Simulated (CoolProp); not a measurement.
Octamethylcyclotetrasiloxane (D4) along the isotherm 280.75 °C: Z from the reference equation and from simpler models built on Tc = 313.4 °C, pc = 1.347 MPa, ω = 0.598; each cubic takes its own stable root.

The numbers come from the reference Helmholtz-energy equation of state, Thol 2015 in CoolProp.

```tsv
p (MPa)	phase	reference
0.962	liquid	0.1077
1.92	liquid	0.2050
2.89	liquid	0.2992
3.85	liquid	0.3896
4.81	liquid	0.4779
5.77	liquid	0.5645
6.74	liquid	0.6505
7.7	liquid	0.7344
8.66	liquid	0.8173
9.62	liquid	0.8991
10.6	liquid	0.9818
11.5	liquid	1.057
12.5	liquid	1.140
13.5	liquid	1.222
```

Q: How far does each simpler model (Redlich-Kwong, Peng-Robinson) lie from the reference over these 14 states: mean and median of the absolute difference, and the worst?

A: 
- Redlich-Kwong: mean 40.9 %, median 8.9 %, worst +442.5 % at 280.75 °C and 0.962 MPa
- Peng-Robinson: mean 4.5 %, median 5.1 %, worst -6.9 % at 280.75 °C and 13.5 MPa

At some of these states Redlich-Kwong gives the other phase, because its saturation line lies elsewhere.
